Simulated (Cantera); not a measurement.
What does this Cantera script print?

```python
import numpy as np
import cantera as ct

gas_names = """
    B BCL BCL2 BCL3 BN B2 CL CL2 N N2
""".split()
cond_names = """
    B(b) B(L) BN(s)
""".split()


# ... load() reads the species with a 1 bar reference pressure and builds the phases ...
atoms = {
    'BN': {'B': 1, 'N': 1},
    'Cl2': {'CL': 2},
    'N2': {'N': 2},
}
top_T = {'BN(s)': 3200}  # K; cautious upper limits of use, not melting points


# ... equilibrate(T, P, feed) seeds the gas with the atoms and calls Mixture.equilibrate('TP', solver="vcs", rtol=1e-11, max_steps=5000) ...
results = []
feed = {'BN': 1, 'Cl2': 1.2, 'N2': 1.6}  # mol
T = 1075  # K
P = 78000  # Pa
mix = equilibrate(T, P, feed)
results.append((T, P, feed, dict(zip(mix.species_names, mix.species_moles))))
x = sorted(zip(gas.X, gas.species_names), reverse=True)
print(f"T = {T:g} K  P = {P:g} Pa  gas = {mix.phase_moles(0):.4g} mol")
print("   x: " + "  ".join(f"{s} {v:.3e}" for v, s in x if v > 1e-05))
print("   condensed (mol): " + ("  ".join(f"{mix.phase(i).name} {mix.phase_moles(i):.4g}"
      for i in range(1, mix.n_phases) if mix.phase_moles(i) > 1e-12) or "none"))
```

It prints:

```
T = 1075 K  P = 78000 Pa  gas = 2.8 mol
   x: N2 7.143e-01  BCL3 2.857e-01
   condensed (mol): BN(s) 0.2
```

Equilibrium computed with Cantera from the NASA thermochemical tables; the gas is ideal and each condensed phase is pure.
